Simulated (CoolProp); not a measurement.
Vapour-liquid equilibrium of ethylbenzene (1) + p-xylene (2) at 0.275 bar; x and y are mole fractions of (1).

Model: multi-fluid Helmholtz-energy mixture model, Zhou 2012 and Zhou 2012; pair parameters Bell 2016, in CoolProp.

| x | bubble temperature (K) | y at the bubble point | dew temperature at overall composition x (K) | liquid density (mol/L) |
|---|---|---|---|---|
| 0.05 | 368.5 | 0.055 | 368.5 | 7.482 |
| 0.2 | 368.1 | 0.213 | 368.1 | 7.491 |
| 0.35 | 367.8 | 0.366 | 367.8 | 7.501 |
| 0.5 | 367.5 | 0.515 | 367.5 | 7.511 |
| 0.65 | 367.2 | 0.662 | 367.3 | 7.521 |
| 0.8 | 367.0 | 0.808 | 367.0 | 7.531 |
| 0.95 | 366.8 | 0.952 | 366.8 | 7.542 |

No azeotrope shows between x = 0.05 and 0.95.

The pair parameters rest on a limited set of measurements; away from them the model extrapolates.
